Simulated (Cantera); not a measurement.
Input (Python, Cantera):

```python
import numpy as np
import cantera as ct

gas = ct.Solution("h2o2.yaml")
gas.TPX = 975, 1333, {'H2': 0.0086, 'O2': 1}
reactor = ct.IdealGasConstPressureReactor(gas, energy="off", clone=False)
net = ct.ReactorNet([reactor])
net.rtol, net.atol = 1e-08, 1e-18
show = ['H2', 'O2', 'O', 'H', 'H2O2', 'HO2', 'OH']
times = np.geomspace(0.0008, 90, 10)

steps = ct.SolutionArray(gas, extra=["t"])
rows = []
print(f"{'t/s':>10s}{'T/K':>9s}{'P/Pa':>11s}" + "".join(f"{s:>11s}" for s in show))
for t in times:
    while net.time < t:
        t_next = net.step()
        steps.append(gas.state, t=t_next)
    rows.append([np.interp(t, steps.t, y) for y in (steps.T, steps.P, *steps(*show).X.T)])
    print(f"{t:10.3e}{rows[-1][0]:9.1f}{rows[-1][1]:11.4g}" + "".join(f"{x:11.3e}" for x in rows[-1][2:]))
rate = np.gradient(steps.T, steps.t)
print("integrator steps:", len(steps.t))
if steps.T.max() > steps.T[0] + 200:
    print(f"time of steepest temperature rise: {steps.t[rate.argmax()]:.4e} s")
gas.TPX = 975, 1333, {'H2': 0.0086, 'O2': 1}
gas.equilibrate("TP")
print(f"equilibrium (TP): T = {gas.T:.1f} K  " + "  ".join(f"{s} {gas[s].X[0]:.3e}" for s in show))
```

Result:

```
       t/s      T/K       P/Pa         H2         O2          O          H       H2O2        HO2         OH
 8.000e-04    975.0       1333  8.527e-03  9.915e-01  3.395e-11  1.198e-11  8.422e-16  3.315e-11  2.518e-11
 2.913e-03    975.0       1333  8.527e-03  9.915e-01  4.181e-10  7.250e-11  1.149e-14  1.272e-10  2.301e-10
 1.061e-02    975.0       1333  8.526e-03  9.915e-01  1.403e-07  2.138e-08  4.254e-13  3.642e-09  7.192e-08
 3.862e-02    975.0       1333  3.207e-04  9.867e-01  4.165e-03  6.279e-04  5.751e-08  3.119e-06  4.793e-04
 1.406e-01    975.0       1333  1.235e-05  9.900e-01  1.342e-03  5.404e-05  1.526e-08  1.177e-06  1.306e-04
 5.120e-01    975.0       1333  1.630e-06  9.912e-01  1.943e-04  2.906e-06  1.227e-08  4.270e-07  4.855e-05
 1.864e+00    975.0       1333  1.443e-07  9.914e-01  1.945e-05  9.268e-08  6.936e-09  1.000e-07  1.548e-05
 6.788e+00    975.0       1333  1.333e-08  9.914e-01  2.070e-06  3.253e-09  2.355e-09  1.757e-08  5.105e-06
 2.472e+01    975.0       1333  1.672e-09  9.914e-01  2.949e-07  1.754e-10  5.870e-10  3.093e-09  1.933e-06
 9.000e+01    975.0       1333  2.899e-10  9.914e-01  5.548e-08  1.430e-11  1.410e-10  6.492e-10  8.375e-07
integrator steps: 1805
equilibrium (TP): T = 975.0 K  H2 3.052e-12  O2 9.914e-01  O 6.262e-10  H 1.742e-14  H2O2 1.997e-12  HO2 1.968e-10  OH 8.870e-08
```

Detailed kinetics in Cantera: the H2/O2 subset of GRI-Mech 3.0, which has no nitrogen chemistry. Radical loss at walls, strong at low pressure, is not modelled.
